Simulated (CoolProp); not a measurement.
Dry air along the isobar 90.9 bar: density (kg/m³) from the reference equation and from simpler models built on Tc = 132.5 K, pc = 37.86 bar, ω = 0.034; each cubic takes its own stable root.

Computed with CoolProp (reference Helmholtz-energy equation of state, Lemmon 2000). It is a pseudo-pure fit of the blend.

```csv
T (K),phase,reference,van der Waals,Soave-Redlich-Kwong,Peng-Robinson
74.6,liquid,912.6,653.2,940.4,1057
102.9,liquid,790.3,581.1,805.0,906.3
131.2,liquid,627.5,488.1,610.5,680.0
159.4,supercritical,365.2,357.8,344.4,369.4
187.7,supercritical,220.2,236.0,214.4,226.1
216,supercritical,167.5,177.7,164.5,171.7
244.2,supercritical,138.8,145.9,136.7,141.8
272.5,supercritical,119.8,125.2,118.3,122.1
300.7,supercritical,106.1,110.3,105.0,107.9
329,supercritical,95.59,98.93,94.64,96.95
357.3,supercritical,87.16,89.89,86.39,88.27
```
